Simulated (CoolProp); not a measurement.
A single-stage vapour-compression cycle with propyne: evaporating at 325.15 K (dew point), condensing at 359.15 K (bubble point), superheat 5 K, subcooling 0 K, compressor efficiency 0.65, no pressure losses. Each further row changes one setting.

Values from CoolProp's reference Helmholtz-energy equation of state, Polt 1992. This equation is an older, rougher fit; its heat capacities, sound speeds and derivatives of the liquid may be far off and weren't checked against measurements.

| case | cooling COP | pressure ratio | discharge temperature (K) | refrigerating effect (kJ/kg) | volumetric capacity (kJ/m³) |
|---|---|---|---|---|---|
| as stated | 4.95 | 2.13 | 382.0 | 333 | 6950 |
| evaporating temperature 330.15 K | 6.00 | … | 379.1 | 337 | … |
| condensing temperature 354.15 K | 6.02 | 1.92 | … | 349 | 7290 |
| subcooling 5 K | … | 2.13 | 382.0 | 349 | 7300 |
| superheat 15 K | 4.97 | 2.13 | 392.5 | 353 | … |
| compressor efficiency 0.55 | 4.19 | 2.13 | 387.1 | 333 | 6950 |

### Question
What belongs in the gaps?

### Answer

- evaporating temperature 330.15 K, pressure ratio: 1.89
- evaporating temperature 330.15 K, volumetric capacity (kJ/m³): 7960
- condensing temperature 354.15 K, discharge temperature (K): 374.8
- subcooling 5 K, cooling COP: 5.20
- superheat 15 K, volumetric capacity (kJ/m³): 7000
